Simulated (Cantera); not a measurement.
A perfectly stirred reactor is fed with 3.36 % C3H8, 20.3 % O2, 76.4 % N2, equivalence ratio 0.83, at 1580 Torr; it is adiabatic with a 700 K inlet, and is followed from long to short residence time, starting on the burning branch (τ in s: 0.35, 0.11, 0.035, 0.011, 0.0035, 0.0011, 0.00034, 0.00011, 3.4e-05, 1.1e-05).

Model: GRI-Mech 3.0 (53 species, 325 reactions), integrated in Cantera. GRI-Mech 3.0 was tuned for natural gas; its chemistry of propane as a main component is partial and can be far from experiment.

### Question
Predict: blow-out, bracketed by the residence times tried; x(C3H8) at τ = 0.350 s; x(O2) at τ = 0.350 s; x(C2H2) at τ = 0.350 s; x(NO) at τ = 0.350 s; x(C3H8) at τ = 1.10 ms; x(O2) at τ = 1.10 ms; x(C2H2) at τ = 1.10 ms; x(C2H) at τ = 1.10 ms; x(NO) at τ = 1.10 ms.

### Answer
| Item | Value |
|---|---|
| blow-out, bracketed by the residence times tried | burning at 34.0 µs, out at 11.0 µs |
| x(C3H8) at τ = 0.350 s | 1.83e-8 |
| x(O2) at τ = 0.350 s | 0.0320 |
| x(C2H2) at τ = 0.350 s | 8.16e-8 |
| x(NO) at τ = 0.350 s | 0.00567 |
| x(C3H8) at τ = 1.10 ms | 3.69e-6 |
| x(O2) at τ = 1.10 ms | 0.0387 |
| x(C2H2) at τ = 1.10 ms | 5.66e-6 |
| x(C2H) at τ = 1.10 ms | 8.19e-8 |
| x(NO) at τ = 1.10 ms | 0.000342 |
